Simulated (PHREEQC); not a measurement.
Dissolve 140 mmol/kgw HF, 28 mmol/kgw CsF and 0.04 mmol/kgw H2SiF6 at 30 °C. Closed to the air; pH follows from the charge balance.

Equilibrium calculation in PHREEQC: ion-association model, wateq4f.dat.

Each row changes one thing in this solution. Precipitation was switched off in this run.

```json
[
 {"case": "as made", "pH": "2.53", "ionic strength (mol/kgw)": "0.0314", "HF (mol/kgw)": "0.0916", "F- (mol/kgw)": "0.0229", "H2F2 (mol/kgw)": "0.0184", "HF2- (mol/kgw)": "0.00839", "SI of Quartz (SiO2)": "-10.32"},
 {"case": "HF from 0.14 to 0.07 mol/kgw", "pH": "?", "ionic strength (mol/kgw)": "0.0298", "HF (mol/kgw)": "0.0516", "F- (mol/kgw)": "0.0246", "H2F2 (mol/kgw)": "0.00583", "HF2- (mol/kgw)": "0.00508", "SI of Quartz (SiO2)": "?"},
 {"case": "0.026 mol/kgw KCl added", "pH": "2.52", "ionic strength (mol/kgw)": "0.0576", "HF (mol/kgw)": "0.0913", "F- (mol/kgw)": "0.0231", "H2F2 (mol/kgw)": "0.0184", "HF2- (mol/kgw)": "0.00848", "SI of Quartz (SiO2)": "?"},
 {"case": "diluted 5-fold with water", "pH": "?", "ionic strength (mol/kgw)": "0.00791", "HF (mol/kgw)": "0.0228", "F- (mol/kgw)": "0.00723", "H2F2 (mol/kgw)": "0.00113", "HF2- (mol/kgw)": "0.000656", "SI of Quartz (SiO2)": "-7.54"},
 {"case": "HF from 0.14 to 0.126 mol/kgw", "pH": "?", "ionic strength (mol/kgw)": "0.0311", "HF (mol/kgw)": "0.0842", "F- (mol/kgw)": "0.0232", "H2F2 (mol/kgw)": "0.0155", "HF2- (mol/kgw)": "0.00781", "SI of Quartz (SiO2)": "-10.19"},
 {"case": "H2SiF6 from 4e-05 to 4e-06 mol/kgw", "pH": "2.54", "ionic strength (mol/kgw)": "0.0314", "HF (mol/kgw)": "0.0916", "F- (mol/kgw)": "0.0229", "H2F2 (mol/kgw)": "0.0184", "HF2- (mol/kgw)": "0.00841", "SI of Quartz (SiO2)": "-11.32"}
]
```

Task: Some entries are withheld; supply them.

Result: 
- HF from 0.14 to 0.07 mol/kgw, pH: 2.82
- HF from 0.14 to 0.07 mol/kgw, SI of Quartz (SiO2): -9.39
- 0.026 mol/kgw KCl added, SI of Quartz (SiO2): -10.37
- diluted 5-fold with water, pH: 2.67
- HF from 0.14 to 0.126 mol/kgw, pH: 2.58

wateq4f.dat counts part of the HF as a dimer, H2F2, which phreeqc.dat doesn't know; its constant is uncertain. SiF6-2 is the database's only silicon fluoride.
